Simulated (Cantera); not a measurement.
## Moist CO burnout

An isothermal, constant-pressure homogeneous reactor starts with CO : O2 : H2O : N2 = 0.0075 : 0.024 : 0.027 : 1 (molar parts), at 1400 K and 62000 Pa.

Model: GRI-Mech 3.0 (53 species, 325 reactions), integrated in Cantera.

```csv
t (s),x CO,x O2,x H2O,x OH,x H2O2
3.00e-6,0.00709,0.0227,0.0255,3.82e-11,<1e-12
1.18e-5,0.00709,0.0227,0.0255,2.01e-10,<1e-12
4.60e-5,0.00709,0.0227,0.0255,1.49e-9,<1e-12
0.000180,0.00709,0.0227,0.0255,1.66e-8,4.61e-12
0.000706,0.00708,0.0227,0.0255,1.46e-6,1.68e-10
0.00277,0.00211,0.0201,0.0246,0.000581,2.22e-7
0.0108,6.81e-5,0.0192,0.0255,0.000147,3.96e-8
0.0425,3.51e-6,0.0192,0.0256,4.19e-5,4.84e-9
0.166,2.64e-7,0.0192,0.0256,1.66e-5,8.65e-10
0.652,7.26e-8,0.0192,0.0256,1.01e-5,3.41e-10
2.55,6.43e-8,0.0192,0.0256,9.68e-6,3.12e-10
10.0,6.43e-8,0.0192,0.0256,9.68e-6,3.12e-10
```
x: mole fraction; the columns are a selection and need not sum to one.

Equilibrium at this temperature and pressure: CO 6.45e-8, O2 0.0191, H2O 0.0256, OH 9.67e-6, H2O2 3.11e-10 (gas phase only).
